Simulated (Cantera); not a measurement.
Input (Python, Cantera):

```python
import numpy as np
import cantera as ct

gas = ct.Solution("gri30.yaml")
gas.TPX = 1275, 100000, {'H2': 4.7, 'O2': 1, 'N2': 0.77}
reactor = ct.IdealGasConstPressureReactor(gas, energy="off", clone=False)
net = ct.ReactorNet([reactor])
net.rtol, net.atol = 1e-08, 1e-18
show = ['H2', 'O2', 'HO2', 'OH', 'NO2']
times = np.geomspace(6e-05, 5, 9)

steps = ct.SolutionArray(gas, extra=["t"])
rows = []
print(f"{'t/s':>10s}{'T/K':>9s}{'P/Pa':>11s}" + "".join(f"{s:>11s}" for s in show))
for t in times:
    while net.time < t:
        t_next = net.step()
        steps.append(gas.state, t=t_next)
    rows.append([np.interp(t, steps.t, y) for y in (steps.T, steps.P, *steps(*show).X.T)])
    print(f"{t:10.3e}{rows[-1][0]:9.1f}{rows[-1][1]:11.4g}" + "".join(f"{x:11.3e}" for x in rows[-1][2:]))
rate = np.gradient(steps.T, steps.t)
print("integrator steps:", len(steps.t))
if steps.T.max() > steps.T[0] + 200:
    print(f"time of steepest temperature rise: {steps.t[rate.argmax()]:.4e} s")
gas.TPX = 1275, 100000, {'H2': 4.7, 'O2': 1, 'N2': 0.77}
gas.equilibrate("TP")
print(f"equilibrium (TP): T = {gas.T:.1f} K  " + "  ".join(f"{s} {gas[s].X[0]:.3e}" for s in show))
```

Output:

```
       t/s      T/K       P/Pa         H2         O2        HO2         OH        NO2
 6.000e-05   1275.0      1e+05  4.632e-01  1.666e-05  3.614e-08  3.658e-04  6.982e-13
 2.473e-04   1275.0      1e+05  4.886e-01  3.223e-07  9.863e-10  5.827e-05  1.065e-13
 1.019e-03   1275.0      1e+05  4.925e-01  1.920e-08  9.194e-11  1.293e-05  2.189e-14
 4.202e-03   1275.0      1e+05  4.933e-01  1.405e-09  8.698e-12  3.068e-06  3.368e-15
 1.732e-02   1275.0      1e+05  4.935e-01  9.422e-11  5.993e-13  7.408e-07  3.599e-16
 7.139e-02   1275.0      1e+05  4.936e-01  5.501e-12  2.968e-14  1.797e-07  4.065e-17
 2.943e-01   1275.0      1e+05  4.936e-01  2.894e-13  9.483e-16  4.373e-08  6.201e-18
 1.213e+00   1275.0      1e+05  4.936e-01  1.582e-14  2.225e-17  1.120e-08  1.032e-18
 5.000e+00   1275.0      1e+05  4.936e-01  2.021e-15  1.817e-18  4.771e-09  1.375e-20
integrator steps: 2756
equilibrium (TP): T = 1275.0 K  H2 4.936e-01  O2 1.695e-15  HO2 1.514e-18  OH 4.492e-09  NO2 1.380e-20
```

Cantera simulation using GRI-Mech 3.0 (53 species, 325 reactions); the numbers are that mechanism's predictions, not measurements. The temperature is held fixed by assumption; the heat of reaction is taken as removed at once.
